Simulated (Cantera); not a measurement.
Equilibrium for silicon etching in halogen gases: Si + HF + N2

Feed: 1 mol Si, 13 mol HF, 3.8 mol N2, held at 0.225 Torr.

Equilibrium computed with Cantera from the NASA thermochemical tables; the gas is ideal and each condensed phase is pure. Candidate condensed phases: Si, Si3N4; 37 gas species. The tables' values for SiF3, SiF2 are old estimates; treat these amounts as uncertain. Kinetics and transport are ignored.

| T (K) | x HF | x N2 | x H2 | x SiF4 | x SiF3 | x H | x SiF2 |
|---|---|---|---|---|---|---|---|
| 1423 | 0.570 | 0.240 | 0.126 | 0.0630 | 0.000248 | 0.000136 | 6.42e-7 |
| 1448 | 0.570 | 0.240 | 0.126 | 0.0629 | 0.000357 | 0.000189 | 1.27e-6 |
| 1473 | 0.570 | 0.240 | 0.126 | 0.0628 | 0.000506 | 0.000259 | 2.43e-6 |
| 1498 | 0.570 | 0.240 | 0.126 | 0.0625 | 0.000708 | 0.000352 | 4.57e-6 |
| 1523 | 0.570 | 0.240 | 0.126 | 0.0623 | 0.000977 | 0.000473 | 8.39e-6 |
| 1548 | 0.570 | 0.240 | 0.125 | 0.0619 | 0.00133 | 0.000630 | 1.50e-5 |
| 1573 | 0.571 | 0.240 | 0.125 | 0.0614 | 0.00179 | 0.000830 | 2.64e-5 |
| 1598 | 0.571 | 0.240 | 0.125 | 0.0607 | 0.00238 | 0.00108 | 4.53e-5 |
| 1623 | 0.572 | 0.240 | 0.124 | 0.0599 | 0.00313 | 0.00140 | 7.60e-5 |
| 1648 | 0.572 | 0.240 | 0.123 | 0.0589 | 0.00405 | 0.00180 | 0.000125 |
| 1673 | 0.573 | 0.240 | 0.122 | 0.0577 | 0.00516 | 0.00230 | 0.000200 |
| 1698 | 0.574 | 0.239 | 0.121 | 0.0561 | 0.00649 | 0.00290 | 0.000314 |
x: gas mole fraction; nothing condenses.

From 1423 K to 1698 K nothing is condensed. The main Si-bearing gas is SiF4 throughout.
